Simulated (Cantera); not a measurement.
What does this Cantera script print?

```python
import numpy as np
import cantera as ct

gas = ct.Solution("gri30.yaml")
gas.TPX = 1175, 210000, {'CH4': 1, 'O2': 2.02, 'N2': 7.6}
reactor = ct.IdealGasConstPressureReactor(gas, energy="on", clone=False)
net = ct.ReactorNet([reactor])
net.rtol, net.atol = 1e-08, 1e-16
show = ['CH4', 'O2', 'C2H2', 'H2O', 'NO', 'HCN']
times = np.geomspace(7e-06, 0.3, 14)

steps = ct.SolutionArray(gas, extra=["t"])
rows = []
print(f"{'t/s':>10s}{'T/K':>9s}{'P/Pa':>11s}" + "".join(f"{s:>11s}" for s in show))
for t in times:
    while net.time < t:
        t_next = net.step()
        steps.append(gas.state, t=t_next)
    rows.append([np.interp(t, steps.t, y) for y in (steps.T, steps.P, *steps(*show).X.T)])
    print(f"{t:10.3e}{rows[-1][0]:9.1f}{rows[-1][1]:11.4g}" + "".join(f"{x:11.3e}" for x in rows[-1][2:]))
rate = np.gradient(steps.T, steps.t)
print("integrator steps:", len(steps.t))
if steps.T.max() > steps.T[0] + 200:
    print(f"time of steepest temperature rise: {steps.t[rate.argmax()]:.4e} s")
gas.TPX = 1175, 210000, {'CH4': 1, 'O2': 2.02, 'N2': 7.6}
gas.equilibrate("HP")
print(f"equilibrium (HP): T = {gas.T:.1f} K  " + "  ".join(f"{s} {gas[s].X[0]:.3e}" for s in show))
```

It prints:

```
       t/s      T/K       P/Pa        CH4         O2       C2H2        H2O         NO        HCN
 7.000e-06   1175.0    2.1e+05  9.416e-02  1.902e-01  3.191e-24  8.006e-11  3.249e-22  1.794e-25
 1.590e-05   1175.0    2.1e+05  9.416e-02  1.902e-01  1.181e-22  3.560e-10  1.228e-21  9.339e-25
 3.612e-05   1175.0    2.1e+05  9.416e-02  1.902e-01  3.830e-21  1.754e-09  5.189e-21  4.901e-24
 8.204e-05   1175.0    2.1e+05  9.416e-02  1.902e-01  1.203e-19  9.602e-09  2.473e-20  2.635e-23
 1.864e-04   1175.0    2.1e+05  9.416e-02  1.902e-01  4.152e-18  5.886e-08  1.331e-19  1.508e-22
 4.233e-04   1175.0    2.1e+05  9.416e-02  1.902e-01  1.971e-16  4.051e-07  8.466e-19  1.016e-21
 9.615e-04   1175.0    2.1e+05  9.416e-02  1.902e-01  1.802e-14  3.034e-06  6.732e-18  9.821e-21
 2.184e-03   1175.1    2.1e+05  9.414e-02  1.902e-01  1.417e-12  1.795e-05  4.638e-17  9.796e-20
 4.961e-03   1175.4    2.1e+05  9.407e-02  1.901e-01  3.022e-11  6.900e-05  1.970e-16  5.045e-19
 1.127e-02   1176.7    2.1e+05  9.380e-02  1.900e-01  5.464e-10  2.728e-04  9.642e-16  3.073e-18
 2.560e-02   1188.9    2.1e+05  9.159e-02  1.883e-01  4.478e-08  2.184e-03  2.266e-14  1.655e-16
 5.814e-02   2650.0    2.1e+05  1.663e-15  1.452e-02  9.604e-19  1.642e-01  7.295e-03  7.396e-10
 1.321e-01   2650.0    2.1e+05  1.663e-15  1.452e-02  9.604e-19  1.642e-01  7.295e-03  7.396e-10
 3.000e-01   2650.0    2.1e+05  1.663e-15  1.452e-02  9.604e-19  1.642e-01  7.295e-03  7.396e-10
integrator steps: 2462
time of steepest temperature rise: 3.3313e-02 s
equilibrium (HP): T = 2650.0 K  CH4 2.149e-15  O2 1.452e-02  C2H2 1.036e-18  H2O 1.642e-01  NO 7.295e-03  HCN 7.396e-10
```

Cantera simulation using GRI-Mech 3.0 (53 species, 325 reactions); the numbers are that mechanism's predictions, not measurements.
